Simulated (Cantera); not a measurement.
**Ammonia decomposition in nitride growth gas**

An isothermal, constant-pressure homogeneous reactor starts with 22.7 % NH₃, 77.3 % N₂, at 1675 K and 0.0200 bar.

Model: the gas-phase N/H chemistry of the illustrative SiF4/NH3 mechanism in the Surface Chemkin manual (1991), integrated in Cantera. Walls and surfaces, which speed up NH3 decomposition in real reactors, are not modelled.

| t (s) | x NH₃ | x NH₂ | x H | x N | x N₂H₂ |
|---|---|---|---|---|---|
| 0.000600 | 0.227 | 8.14e-7 | 1.39e-8 | <1e-12 | 5.97e-12 |
| 0.00214 | 0.227 | 2.94e-6 | 1.39e-8 | <1e-12 | 1.35e-10 |
| 0.00763 | 0.227 | 1.05e-5 | 1.44e-8 | 2.54e-12 | 2.15e-9 |
| 0.0272 | 0.227 | 3.74e-5 | 2.09e-8 | 5.30e-11 | 3.24e-8 |
| 0.0971 | 0.227 | 0.000126 | 1.38e-7 | 7.32e-10 | 4.18e-7 |
| 0.346 | 0.225 | 0.000197 | 1.32e-6 | 1.01e-8 | 1.14e-6 |
| 1.24 | 0.215 | 0.000170 | 4.90e-6 | 4.71e-8 | 1.02e-6 |
| 4.41 | 0.187 | 0.000134 | 1.41e-5 | 1.05e-7 | 7.40e-7 |
| 15.7 | 0.126 | 9.15e-5 | 3.62e-5 | 1.29e-7 | 3.74e-7 |
| 56.1 | 0.0463 | 4.18e-5 | 8.00e-5 | 1.11e-7 | 8.66e-8 |
| 200 | 0.00535 | 8.39e-6 | 0.000170 | 7.15e-8 | 4.76e-9 |
x: mole fraction; the columns are a selection and need not sum to one.

Equilibrium at this temperature and pressure: NH₃ 9.49e-8, NH₂ 3.72e-10, H 0.000435, N 2.01e-11, N₂H₂ <1e-12 (gas phase only).
